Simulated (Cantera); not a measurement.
A Cantera script and what it prints.

```python
import numpy as np
import cantera as ct

gas_names = """
    C CH CH2 CH3 CH2OH CH3O CH4 CH3OH CN CO CO2 COOH C2 C2H CHCO,ketyl C2H2,acetylene C2H2,vinylidene
    CH2CO,ketene C2H3,vinyl CH3CN CH3CO,acetyl C2H4 C2H4O,ethylen CH3CHO,ethanal CH3COOH (HCOOH)2 C2H5
    C2H6 CH3OCH3 C2H5OH CCN CNC C2N2 C2O C3 C3H3,propargyl C3H4,allene C3H4,propyne C3H4,cyclo-
    C3H5,allyl C3H6,propylene C3H6,cyclo- C3H6O C3H7,n-propyl C3H7,i-propyl C3H8 C3H8O,1propanol
    C3H8O,2propanol C3O2 C4 C4H2 C4H4,1,3-cyclo- C4H6,butadiene C4H6,2-butyne C4H6,cyclo- C4H8,1-butene
    C4H8,cis2-buten C4H8,tr2-butene C4H8,isobutene C4H8,cyclo- (CH3COOH)2 C4H9,n-butyl C4H9,i-butyl
    C4H9,s-butyl C4H9,t-butyl C4H10,isobutane C4H10,n-butane C4N2 C5 C5H6,1,3cyclo- C5H8,cyclo-
    C5H10,1-pentene C5H10,cyclo- C5H11,pentyl C5H11,t-pentyl C5H12,n-pentane C5H12,i-pentane
    CH3C(CH3)2CH3 C6H2 C6H5,phenyl C6H5O,phenoxy C6H6 C6H5OH,phenol C6H10,cyclo- C6H12,1-hexene
    C6H12,cyclo- C6H13,n-hexyl C7H7,benzyl C7H8 C7H8O,cresol C7H14,1-heptene C7H15,n-heptyl
    C7H16,n-heptane C8H8,styrene C8H10,ethylbenz C8H16,1-octene C8H17,n-octyl C8H18,isooctane
    C8H18,n-octane C9H19,n-nonyl C10H8,naphthale C10H21,n-decyl C12H9,o-bipheny C12H10,bipheny Fe FeC5O5
    FeO Fe(OH)2 H HCN HCO HCCN HNC HNCO HNO HNO2 HNO3 HO2 H2 HCHO,formaldehy HCOOH H2O H2O2 N NCO NH NH2
    NH3 NH2OH NO NO2 NO3 N2 N2H2 N2H4 N2O O OH O2 O3
""".split()
cond_names = """
    C(gr) C6H6(L) C7H8(L) C8H18(L),n-octa Fe(a) Fe(c) Fe(d) Fe(L) FeC5O5(L) FeO(s) FeO(L) Fe(OH)2(s)
    Fe(OH)3(s) Fe2O3(s) Fe3O4(s) H2O(s) H2O(L)
""".split()


def load(file, names, dense=False):
    # The tables refer to 1 bar. Condensed volumes are neglected.
    table = {s.name: s for s in ct.Species.list_from_file(file)}
    out = []
    for n in names:
        d = dict(table[n].input_data)
        d["thermo"] = dict(d["thermo"], **{"reference-pressure": 1e5})
        if dense:
            d["equation-of-state"] = {"model": "constant-volume", "density": "1e6 g/cm^3"}
        out.append(ct.Species.from_dict(d))
    return out


gas = ct.Solution(thermo="ideal-gas", species=load("nasa_gas.yaml", gas_names))
cond = {s.name: ct.Solution(thermo="fixed-stoichiometry", species=[s], name=s.name)
        for s in load("nasa_condensed.yaml", cond_names, dense=True)}
atoms = {
    'Fe(CO)5': {'Fe': 1, 'C': 5, 'O': 5},
    'H2': {'H': 2},
    'N2': {'N': 2},
}
top_T = {'C(gr)': 4500, 'Fe2O3(s)': 1830, 'Fe3O4(s)': 1870}  # K; cautious upper limits of use, not melting points


def equilibrate(T, P, feed):
    n = {}
    for name, mol in feed.items():
        for a, k in atoms[name].items():
            n[a] = n.get(a, 0.0) + k * mol
    gas.TPX = T, P, n
    mass = sum(n.values()) * gas.mean_molecular_weight
    gas.equilibrate("TP")
    valid = [c for c in cond.values() if c.min_temp <= T <= top_T.get(c.name, c.max_temp)]
    mix = ct.Mixture([(gas, mass / gas.mean_molecular_weight)] + [(c, 0.0) for c in valid])
    mix.T, mix.P = T, P
    mix.equilibrate("TP", solver="vcs", rtol=1e-11, max_steps=5000)
    return mix


results = []
feed = {'Fe(CO)5': 1, 'H2': 0.064, 'N2': 9.1}  # mol
T = 725  # K
P = 200000  # Pa
mix = equilibrate(T, P, feed)
results.append((T, P, feed, dict(zip(mix.species_names, mix.species_moles))))
print(gas.report(threshold=0.0001))
for i in range(1, mix.n_phases):
    print(f"{mix.phase(i).name:16s} {mix.phase_moles(i):12.5e} mol")
```

Result:

```
       temperature   725 K
          pressure   2e+05 Pa
           density   1.012 kg/m^3
  mean mol. weight   30.501 kg/kmol
   phase of matter   gas

                          1 kg             1 kmol
                     ---------------   ---------------
          enthalpy       -1.6826e+06       -5.1321e+07  J
   internal energy       -1.8802e+06       -5.7349e+07  J
           entropy            7279.5        2.2203e+05  J/K
    Gibbs function       -6.9603e+06       -2.1229e+08  J
 heat capacity c_p              1115             34007  J/K
 heat capacity c_v            842.37             25693  J/K

                      mass frac. Y      mole frac. X     chem. pot. / RT
                     ---------------   ---------------   ---------------
                CO         0.0068407          0.007449            -47.38
               CO2           0.23171           0.16059           -93.631
                H2         9.861e-05         0.0014919           -22.584
               H2O         0.0025231         0.0042718           -68.836
                N2           0.75882           0.82618           -23.603
     [ +135 minor]        1.2417e-05        2.3562e-05

C(gr)             3.14892e+00 mol
Fe(a)             0.00000e+00 mol
FeC5O5(L)         0.00000e+00 mol
FeO(s)            0.00000e+00 mol
Fe(OH)2(s)        0.00000e+00 mol
Fe(OH)3(s)        0.00000e+00 mol
Fe2O3(s)          0.00000e+00 mol
Fe3O4(s)          3.33333e-01 mol
```

These are equilibrium values from Cantera (NASA tables, ideal gas, pure condensed phases), not measurements of a reactor.
